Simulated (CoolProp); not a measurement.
Vapour pressure (MPa) of R141b: the reference equation beside estimates from Tc = 204.4 °C, pc = 4.212 MPa, ω = 0.220. Clausius-Clapeyron is anchored at 127.85 °C with a constant enthalpy of vaporisation of 19.22 kJ/mol.

Computed with CoolProp (reference Helmholtz-energy equation of state, Lemmon 2006). It is a short technical equation, of lower accuracy than the large ones.

| T (°C) | reference | Lee-Kesler | Clausius-Clapeyron | van der Waals | Redlich-Kwong | Soave-Redlich-Kwong | Peng-Robinson |
|---|---|---|---|---|---|---|---|
| 76.65 | 0.3871 | 0.3877 | 0.5180 | 1.060 | 0.5344 | 0.3877 | 0.3848 |
| 86.85 | 0.4992 | 0.5001 | 0.6247 | 1.220 | 0.6687 | 0.5007 | 0.4959 |
| 97.15 | 0.6352 | 0.6365 | 0.7469 | 1.396 | 0.8267 | 0.6383 | 0.6312 |
| 107.35 | 0.7953 | 0.7968 | 0.8830 | 1.585 | 1.007 | 0.8006 | 0.7909 |
| 117.65 | 0.9854 | 0.9869 | 1.036 | 1.792 | 1.215 | 0.9937 | 0.9812 |
| 127.85 | 1.205 | 1.206 | 1.205 | 2.013 | 1.449 | 1.217 | 1.201 |
| 138.15 | 1.460 | 1.461 | 1.392 | 2.253 | 1.713 | 1.477 | 1.459 |
| 148.35 | 1.751 | 1.751 | 1.594 | 2.507 | 2.006 | 1.773 | 1.753 |
| 158.65 | 2.085 | 2.086 | 1.817 | 2.781 | 2.333 | 2.113 | 2.091 |
| 168.85 | 2.461 | 2.463 | 2.056 | 3.069 | 2.691 | 2.495 | 2.473 |
| 179.15 | 2.890 | 2.895 | 2.316 | 3.378 | 3.087 | 2.928 | 2.908 |
| 189.35 | 3.372 | 3.380 | 2.593 | 3.702 | 3.515 | 3.407 | 3.393 |

Absolute difference from the reference over all 12 rows, mean and median: Lee-Kesler 0.1 and 0.2 %, Clausius-Clapeyron 14.9 and 14.7 %, van der Waals 72.4 and 60.7 %, Redlich-Kwong 19.7 and 18.8 %, Soave-Redlich-Kwong 0.9 and 1.0 %, Peng-Robinson 0.5 and 0.5 %.
